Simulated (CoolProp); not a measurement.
A single-stage vapour-compression cycle with the fluid: evaporating at 210.15 K (dew point), condensing at 277.15 K (bubble point), superheat 10 K, subcooling 8 K, compressor efficiency 0.65, no pressure losses. The same conditions are run with several fluids, on thermodynamics alone (safety and materials aside).

Values from CoolProp's reference Helmholtz-energy equation of state of each fluid (dimethyl ether: Wu 2011; R125: Lemmon 2005; R404A: Lemmon 2003; R13: Platzer 1990). The equations of Platzer and Polt are older, rougher fits. Blends and air are pseudo-pure fits.

Rank dimethyl ether, R125, R404A, R13 by cooling COP, highest first.

dimethyl ether (1.65), R404A (1.54), R125 (1.53), R13 (1.39)

```json
[
 {"fluid": "dimethyl ether", "pressure ratio": "22.8", "discharge temperature (K)": "385.3", "refrigerating effect (kJ/kg)": "388", "volumetric capacity (kJ/m³)": "132"},
 {"fluid": "R125", "pressure ratio": "16.6", "discharge temperature (K)": "325.1", "refrigerating effect (kJ/kg)": "110", "volumetric capacity (kJ/m³)": "339"},
 {"fluid": "R404A", "pressure ratio": "17.3", "discharge temperature (K)": "339.2", "refrigerating effect (kJ/kg)": "142", "volumetric capacity (kJ/m³)": "310"},
 {"fluid": "R13", "pressure ratio": "8.85", "discharge temperature (K)": "336.0", "refrigerating effect (kJ/kg)": "85.0", "volumetric capacity (kJ/m³)": "1280"}
]
```
